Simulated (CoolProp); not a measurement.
Vapour-liquid equilibrium of R22 (1) + methanol (2) at 0.0482 MPa; x and y are mole fractions of (1).

The numbers come from the multi-fluid Helmholtz-energy mixture model, Kamei 1995 and de Reuck 1993; pair parameters Bell 2016 in CoolProp.

Problem. Give the bubble temperature and the first vapour's composition at x = 0.2, 0.35, 0.5. Is there an azeotrope?

Solution. x = 0.2: 241.5 K, y = 0.993; x = 0.35: 231.8 K, y = 0.997; x = 0.5: 226.8 K, y = 0.998. No azeotrope shows between x = 0.05 and 0.95.

The pair parameters rest on a limited set of measurements; away from them the model extrapolates. With so large a gap from Raoult's law the liquid may split in two, which this calculation doesn't test in full.
